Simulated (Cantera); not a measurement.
Thermodynamics of fluorocarbon and chlorocarbon gases, feed CH3F + F2

A closed system holds: 1 mol CH3F, 0.014 mol F2, at 1.33 mbar.

These are equilibrium values from Cantera (NASA tables, ideal gas, pure condensed phases), not measurements of a reactor. Candidate condensed phases: C, C6H6, C7H8, C8H18; 110 gas species. Ions and electrons are included (thermal ionisation). Kinetics and transport are ignored.

| T (K) | x H | x HF | x F | x C | x C3 | x H2 | x C2 |
|---|---|---|---|---|---|---|---|
| 3000 | 0.574 | 0.240 | 0.0484 | 0.0259 | 0.0741 | 0.0176 | 0.0110 |
| 3250 | 0.606 | 0.111 | 0.133 | 0.0828 | 0.0389 | 0.00475 | 0.0171 |
| 3500 | 0.601 | 0.0312 | 0.183 | 0.159 | 0.00795 | 0.00138 | 0.0125 |
| 3750 | 0.597 | 0.00851 | 0.198 | 0.190 | 0.000629 | 0.000472 | 0.00439 |
| 4000 | 0.596 | 0.00261 | 0.202 | 0.196 | 4.71e-5 | 0.000187 | 0.00137 |
| 4250 | 0.597 | 0.000910 | 0.204 | 0.198 | 4.48e-6 | 8.23e-5 | 0.000472 |
| 4500 | 0.597 | 0.000354 | 0.204 | 0.198 | 5.45e-7 | 3.97e-5 | 0.000181 |
| 4750 | 0.596 | 0.000152 | 0.204 | 0.198 | 8.23e-8 | 2.06e-5 | 7.61e-5 |
| 5000 | 0.596 | 7.08e-5 | 0.204 | 0.198 | 1.49e-8 | 1.15e-5 | 3.48e-5 |
x: gas mole fraction; nothing condenses.

From 3000 K to 5000 K nothing is condensed. The main C-bearing gas is C3 at 3000 K and C at 5000 K.
